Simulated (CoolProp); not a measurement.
A single-stage vapour-compression cycle with R124: evaporating at 288.15 K (dew point), condensing at 314.15 K (bubble point), superheat 0 K, subcooling 2 K, compressor efficiency 0.85, no pressure losses. Each further row changes one setting.

Computed with CoolProp (reference Helmholtz-energy equation of state, de Vries 1995).

| case | cooling COP | pressure ratio | discharge temperature (K) | refrigerating effect (kJ/kg) | volumetric capacity (kJ/m³) |
|---|---|---|---|---|---|
| as stated | 8.35 | 2.20 | 314.9 | 125 | 2160 |
| evaporating temperature 293.15 K | 10.8 | 1.87 | 314.6 | 128 | 2590 |
| condensing temperature 309.15 K | 10.6 | 1.91 | 309.9 | 131 | 2260 |
| subcooling 7 K | 8.74 | 2.20 | 314.9 | 131 | 2260 |
| superheat 10 K | 8.45 | 2.20 | 324.8 | 133 | 2190 |
| compressor efficiency 0.75 | 7.37 | 2.20 | 317.2 | 125 | 2160 |
